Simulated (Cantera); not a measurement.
Input: 1 mol SiCl₄, 0.3 mol N₂O, 4.6 mol H₂, 0.065 mol O₂, equilibrated at 1.00 bar.

These are equilibrium values from Cantera (NASA tables, ideal gas, pure condensed phases), not measurements of a reactor. Candidate condensed phases: H₂O, NH₄Cl, Si, SiO₂, Si₂N₂O, Si₃N₄; 47 gas species. Mutual solubility and eutectic melting of coexisting phases are not modelled. The tables hold silica as quartz up to 1696 K and as liquid above; real silica turns to tridymite and cristobalite and melts near 1996 K. Kinetics and transport are ignored.

Question: What share of the Si ends up in condensed phases as a function of T (K), at 1798, 1823, 1848, 1873, 1898, 1923, 1948, 1973, 1998, 2023, 2048, 2073?

Answer: 
| T (K) | Si condensed (%) | as |
|---|---|---|
| 1798 | 52.5 | SiO₂(condensed) + Si₂N₂O(s) |
| 1823 | 48.0 | SiO₂(condensed) + Si₂N₂O(s) |
| 1848 | 42.2 | SiO₂(condensed) + Si₂N₂O(s) |
| 1873 | 34.8 | SiO₂(condensed) + Si₂N₂O(s) |
| 1898 | 25.3 | SiO₂(condensed) + Si₂N₂O(s) |
| 1923 | 13.1 | SiO₂(condensed) + Si₂N₂O(s) |
| 1948 | 0.8 | SiO₂(condensed) |
| 1973 | 0.0 | - |
| 1998 | 0.0 | - |
| 2023 | 0.0 | - |
| 2048 | 0.0 | - |
| 2073 | 0.0 | - |
